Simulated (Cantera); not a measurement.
Charge: 1 mol SiH₂Cl₂, 0.19 mol N₂O, 55 mol N₂, equilibrated at 0.00133 bar.

These are equilibrium values from Cantera (NASA tables, ideal gas, pure condensed phases), not measurements of a reactor. Candidate condensed phases: H₂O, NH₄Cl, Si, SiO₂, Si₂N₂O, Si₃N₄; 47 gas species. Mutual solubility and eutectic melting of coexisting phases are not modelled. The numbers say what is thermodynamically allowed, not how fast it happens.

Question: Which condensed phases are stable at each of these points (T (K)): 1223, 1323, 1423, 1523, 1623, 1723, 1823, 1923, 2023, 2123?

Answer: 
```tsv
T (K)	condensed phases	Si condensed (%)
1223	Si₂N₂O(s) + Si₃N₄(s)	88.0
1323	Si₂N₂O(s) + Si₃N₄(s)	77.3
1423	Si₂N₂O(s) + Si₃N₄(s)	59.7
1523	Si₂N₂O(s) + Si₃N₄(s)	39.5
1623	Si₃N₄(s)	8.4
1723	gas only	0.0
1823	gas only	0.0
1923	gas only	0.0
2023	gas only	0.0
2123	gas only	0.0
```

From 1223 K to 1523 K the condensed part is Si₂N₂O(s) + Si₃N₄(s). At 1623 K the condensed part is Si₃N₄(s). From 1723 K to 2123 K nothing is condensed.
